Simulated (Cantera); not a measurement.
Input: 1 mol CuO, 200 mol H₂, 23 mol N₂, held at 2148 K and 23.0 mbar.

Method: chemical equilibrium by Gibbs-energy minimisation in Cantera with the NASA 1993 tables (ideal gas, pure condensed phases). Candidate condensed phases: Cu, CuO, Cu(OH)₂, Cu₂O, H₂O; 27 gas species. Kinetics and transport are ignored.

Base state: H₂ 0.864, N₂ 0.101, H 0.0255, Cu 0.00441, H₂O 0.00439, OH 1.67e-5 (mole fractions); condensed: gas only.

### Question
What changes in the equilibrium state with this change: CuO replaced by Cr₂O₃?

### Answer
| species | before | after |
|---|---|---|
| H₂ | 0.864 | 0.852 |
| N₂ | 0.101 | 0.101 |
| H | 0.0255 | 0.0254 |
| Cr | 0 | 0.00867 |
| H₂O | 0.00439 | 0.0130 |
| Cu | 0.00441 | 0 |
| CrO | 0 | 0.000104 |
| OH | 1.67e-5 | 4.99e-5 |
Further candidate phases: Cr, CrN, Cr₂N, Cr₂O₃.

### Question
What changes in the equilibrium state with this change: CuO replaced by ZrO₂?

### Answer
```json
[
 {"species": "H₂", "before": "0.864", "after": "0.872"},
 {"species": "N₂", "before": "0.101", "after": "0.102"},
 {"species": "H", "before": "0.0255", "after": "0.0257"},
 {"species": "Cu", "before": "0.00441", "after": "0"},
 {"species": "H₂O", "before": "0.00439", "after": "7.72e-5"},
 {"species": "OH", "before": "1.67e-5", "after": "2.92e-7"},
 {"species": "ZrN(s), mol", "before": "0", "after": "0.00862"},
 {"species": "ZrO₂(tetragonal), mol", "before": "0", "after": "0.991"}
]
```
Mutual solubility and eutectic melting of coexisting phases are not modelled. ZrN: taken at fixed stoichiometry. Condensed phases not in the tables: solid solutions among these carbides, nitrides and lower oxides. Further candidate phases: Zr, ZrN, ZrO₂.
